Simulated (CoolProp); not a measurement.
Saturation properties of R1123 (Tc = 58.6 °C, pc = 4549 kPa, ω = 0.243).

The numbers come from the reference Helmholtz-energy equation of state, Akasaka 2020 in CoolProp.

| T (°C) | p (kPa) | liquid density (kg/m³) | vapour density (kg/m³) | enthalpy of vaporisation (kJ/kg) |
|---|---|---|---|---|
| -46.65 | 203.4 | 1298 | 9.420 | 214.7 |
| -39.85 | 272.1 | 1275 | 12.41 | 209.4 |
| -33.05 | 357.1 | 1252 | 16.08 | 203.8 |
| -26.25 | 460.9 | 1228 | 20.57 | 197.9 |
| -19.45 | 586.0 | 1202 | 26.00 | 191.7 |
| -12.65 | 735.0 | 1176 | 32.54 | 185.2 |
| -5.85 | 910.5 | 1148 | 40.37 | 178.2 |
| 0.95 | 1115 | 1119 | 49.76 | 170.8 |
| 7.75 | 1353 | 1088 | 61.02 | 162.7 |
| 14.55 | 1626 | 1055 | 74.57 | 153.9 |
| 21.35 | 1938 | 1018 | 91.02 | 144.1 |
| 28.15 | 2292 | 978.7 | 111.3 | 133.2 |
| 34.85 | 2688 | 934.6 | 136.3 | 120.9 |
| 41.65 | 3140 | 882.5 | 169.5 | 106.0 |

It boils at -61.2 °C under 1 atm.
